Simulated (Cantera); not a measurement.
Cantera run:

```python
import numpy as np
import cantera as ct

gas_names = """
    Cu CuF CuF2 Cu2 F F2 H HF H2 H2F2 H3F3 H4F4 H5F5 H6F6 H7F7 N NF NF2 NF3 NH NH2 NH3 N2 N2H2 N2H4
""".split()
cond_names = """
    Cu(cr) Cu(L) CuF2(s) CuF2(L)
""".split()


# ... load() reads the species with a 1 bar reference pressure and builds the phases ...
atoms = {
    'CuF2': {'Cu': 1, 'F': 2},
    'HF': {'H': 1, 'F': 1},
    'N2': {'N': 2},
}
top_T = {}  # K; cautious upper limits of use, not melting points


# ... equilibrate(T, P, feed) seeds the gas with the atoms and calls Mixture.equilibrate('TP', solver="vcs", rtol=1e-11, max_steps=5000) ...
results = []
feed = {'CuF2': 1, 'HF': 0.025, 'N2': 0.38}  # mol
T = 1925  # K
P = 310  # Pa
mix = equilibrate(T, P, feed)
results.append((T, P, feed, dict(zip(mix.species_names, mix.species_moles))))
print(gas.report(threshold=0.001))
for i in range(1, mix.n_phases):
    print(f"{mix.phase(i).name:16s} {mix.phase_moles(i):12.5e} mol")
```

Result:

```
       temperature   1925 K
          pressure   310 Pa
           density   0.001046 kg/m^3
  mean mol. weight   54.007 kg/kmol
   phase of matter   gas

                          1 kg             1 kmol
                     ---------------   ---------------
          enthalpy        6.1541e+05        3.3236e+07  J
   internal energy        3.1905e+05        1.7231e+07  J
           entropy              6029        3.2561e+05  J/K
    Gibbs function        -1.099e+07       -5.9356e+08  J
 heat capacity c_p            652.26             35226  J/K
 heat capacity c_v            498.31             26912  J/K

                      mass frac. Y      mole frac. X     chem. pot. / RT
                     ---------------   ---------------   ---------------
               CuF           0.49854           0.32619           -39.339
              CuF2           0.28737           0.15284           -63.055
                 F            0.1149           0.32664           -23.716
                HF         0.0044384          0.011981           -51.767
                N2          0.094467           0.18212           -34.292
     [  +20 minor]        0.00027172        0.00023186

Cu(L)             0.00000e+00 mol
CuF2(L)           0.00000e+00 mol
```

Equilibrium computed with Cantera from the NASA thermochemical tables; the gas is ideal and each condensed phase is pure.
